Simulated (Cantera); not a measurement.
# N2O furnace oxynitridation

A perfectly stirred reactor is fed with N2O = 1 (molar parts), at 0.00560 bar; it is held at 1548 K, and followed from long to short residence time.

Computed with Cantera and GRI-Mech 3.0 (53 species, 325 reactions). GRI-Mech 3.0 was tuned for natural gas; its chemistry of N2O as a main component is partial and can be far from experiment. Radical loss at walls, strong at low pressure, is not modelled. The temperature is held fixed by assumption; the heat of reaction is taken as removed at once.

| τ (s) | x N2O | x NO | x O2 | x O | x NO2 | x N2 |
|---|---|---|---|---|---|---|
| 0.64 | 0.651 | 0.0634 | 0.0846 | 0.000112 | 5.30e-6 | 0.201 |
| 0.32 | 0.789 | 0.0384 | 0.0512 | 0.000112 | 2.26e-6 | 0.122 |
| 0.16 | 0.882 | 0.0214 | 0.0286 | 0.000112 | 8.70e-7 | 0.0680 |
| 0.076 | 0.940 | 0.0108 | 0.0144 | 0.000111 | 2.88e-7 | 0.0344 |
| 0.038 | 0.969 | 0.00555 | 0.00740 | 0.000111 | 9.50e-8 | 0.0177 |
| 0.019 | 0.984 | 0.00279 | 0.00372 | 0.000110 | 2.85e-8 | 0.00895 |
| 0.0091 | 0.993 | 0.00132 | 0.00176 | 0.000107 | 7.17e-9 | 0.00428 |
| 0.0045 | 0.996 | 0.000627 | 0.000836 | 0.000103 | 1.73e-9 | 0.00209 |
| 0.0022 | 0.998 | 0.000283 | 0.000377 | 9.47e-5 | 3.65e-10 | 0.000991 |
| 0.0011 | 0.999 | 0.000123 | 0.000164 | 8.21e-5 | 6.98e-11 | 0.000471 |
| 0.00053 | 1.000 | 4.60e-5 | 6.13e-5 | 6.38e-5 | 9.87e-12 | 0.000209 |
x: mole fraction; the columns are a selection and need not sum to one.
